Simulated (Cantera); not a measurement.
A closed system holds: 1 mol Fe₂O₃, 4.1 mol CO, 1.1 mol H₂, at 1675 K and 7.50 Torr.

Method: chemical equilibrium by Gibbs-energy minimisation in Cantera with the NASA 1993 tables (ideal gas, pure condensed phases). Candidate condensed phases: C, C₆H₆, C₇H₈, C₈H₁₈, Fe, Fe(CO)₅, FeO, Fe(OH)₂, Fe(OH)₃, Fe₂O₃, Fe₃O₄, H₂O; 114 gas species. The tables' stoichiometric FeO is somewhat more stable than real wüstite, so its field is too wide. FeO: taken at fixed stoichiometry. Rates play no part.

Base state: CO 0.672, H₂ 0.134, CO₂ 0.116, H₂O 0.0768, H 0.000426, Fe 0.000343, OH 1.18e-5 (mole fractions); condensed: FeO(l).

**Question.** What changes in the equilibrium state with this change: temperature from 1675 K to 2323.15 K?

**Answer.** 
| species | before | after |
|---|---|---|
| CO | 0.672 | 0.443 |
| CO₂ | 0.116 | 0.188 |
| Fe | 0.000343 | 0.162 |
| H₂ | 0.134 | 0.0448 |
| FeO | 1.53e-6 | 0.0152 |
| H | 0.000426 | 0.0231 |
| H₂O | 0.0768 | 0.108 |
| O₂ | 7.75e-9 | 0.00327 |
| O | 3.01e-8 | 0.00324 |
| OH | 1.18e-5 | 0.00927 |
| Fe(OH)₂ | 5.18e-6 | 0.000146 |
| FeO(l), mol | 2.00 | 0.849 |

**Question.** What changes in the equilibrium state with this change: Fe₂O₃ replaced by CuO?

**Answer.** 
| species | before | after |
|---|---|---|
| CO | 0.672 | 0.665 |
| H₂ | 0.134 | 0.133 |
| CO₂ | 0.116 | 0.114 |
| Cu | 0 | 0.0114 |
| H₂O | 0.0768 | 0.0758 |
| Fe | 0.000343 | 0 |
| Cu₂ | 0 | 1.22e-5 |
| OH | 1.18e-5 | 1.17e-5 |
| H | 0.000426 | 0.000424 |
| FeO(l), mol | 2.00 | 0 |
| Cu(l), mol | 0 | 0.940 |
Further candidate phases: Cu, CuO, Cu(OH)₂, Cu₂O.
